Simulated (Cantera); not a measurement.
Input (Python, Cantera):

```python
import numpy as np
import cantera as ct

gas = ct.Solution("gri30.yaml")
gas.TPX = 1850, 1500, {'NO': 1, 'N2': 6.7}
reactor = ct.IdealGasConstPressureReactor(gas, energy="off", clone=False)
net = ct.ReactorNet([reactor])
net.rtol, net.atol = 1e-08, 1e-18
show = ['NO', 'NO2', 'N2O', 'N2', 'O2']
times = np.geomspace(2e-06, 200, 15)

steps = ct.SolutionArray(gas, extra=["t"])
rows = []
print(f"{'t/s':>10s}{'T/K':>9s}{'P/Pa':>11s}" + "".join(f"{s:>11s}" for s in show))
for t in times:
    while net.time < t:
        t_next = net.step()
        steps.append(gas.state, t=t_next)
    rows.append([np.interp(t, steps.t, y) for y in (steps.T, steps.P, *steps(*show).X.T)])
    print(f"{t:10.3e}{rows[-1][0]:9.1f}{rows[-1][1]:11.4g}" + "".join(f"{x:11.3e}" for x in rows[-1][2:]))
rate = np.gradient(steps.T, steps.t)
print("integrator steps:", len(steps.t))
if steps.T.max() > steps.T[0] + 200:
    print(f"time of steepest temperature rise: {steps.t[rate.argmax()]:.4e} s")
gas.TPX = 1850, 1500, {'NO': 1, 'N2': 6.7}
gas.equilibrate("TP")
print(f"equilibrium (TP): T = {gas.T:.1f} K  " + "  ".join(f"{s} {gas[s].X[0]:.3e}" for s in show))
```

It prints:

```
       t/s      T/K       P/Pa         NO        NO2        N2O         N2         O2
 2.000e-06   1850.0       1500  1.299e-01  6.064e-16  1.811e-10  8.701e-01  2.525e-16
 7.455e-06   1850.0       1500  1.299e-01  8.228e-15  6.750e-10  8.701e-01  3.426e-15
 2.779e-05   1850.0       1500  1.299e-01  1.145e-13  2.516e-09  8.701e-01  4.772e-14
 1.036e-04   1850.0       1500  1.299e-01  1.578e-12  9.373e-09  8.701e-01  6.585e-13
 3.861e-04   1850.0       1500  1.299e-01  2.173e-11  3.488e-08  8.701e-01  9.125e-12
 1.439e-03   1850.0       1500  1.299e-01  2.958e-10  1.291e-07  8.701e-01  1.271e-10
 5.365e-03   1850.0       1500  1.299e-01  3.832e-09  4.697e-07  8.701e-01  1.791e-09
 2.000e-02   1850.0       1500  1.299e-01  4.224e-08  1.600e-06  8.701e-01  2.626e-08
 7.455e-02   1850.0       1500  1.299e-01  3.244e-07  4.360e-06  8.701e-01  4.408e-07
 2.779e-01   1850.0       1500  1.298e-01  1.453e-06  6.771e-06  8.701e-01  9.006e-06
 1.036e+00   1850.0       1500  1.295e-01  2.641e-06  6.635e-06  8.703e-01  1.208e-04
 3.861e+00   1850.0       1500  1.284e-01  3.142e-06  6.446e-06  8.708e-01  6.779e-04
 1.439e+01   1850.0       1500  1.238e-01  4.477e-06  5.840e-06  8.731e-01  2.961e-03
 5.365e+01   1850.0       1500  1.039e-01  7.088e-06  3.854e-06  8.830e-01  1.286e-02
 2.000e+02   1850.0       1500  4.220e-02  5.304e-06  5.855e-07  9.138e-01  4.365e-02
integrator steps: 678
equilibrium (TP): T = 1850.0 K  NO 2.941e-03  NO2 4.472e-07  N2O 2.238e-08  N2 9.334e-01  O2 6.325e-02
```

Model: GRI-Mech 3.0 (53 species, 325 reactions), integrated in Cantera. Radical loss at walls, strong at low pressure, is not modelled.
